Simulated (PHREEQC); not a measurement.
A solution holds 0.16 mol Pb(NO3)2 and 0.0058 mol KNO3 per kg of water, at 25 °C. Closed to the air; pH follows from the charge balance.

Equilibrium calculation in PHREEQC: ion-association model, wateq4f.dat.

No solid was allowed to form.

**Question.** What pH, ionic strength, activity of water does the model give?

**Answer.** pH 4.22; ionic strength 0.331 mol/kgw; activity of water 0.993.

**Question.** In which forms is Pb present?

**Answer.** Pb+2 52 %, PbNO3+ 48 % of the Pb.
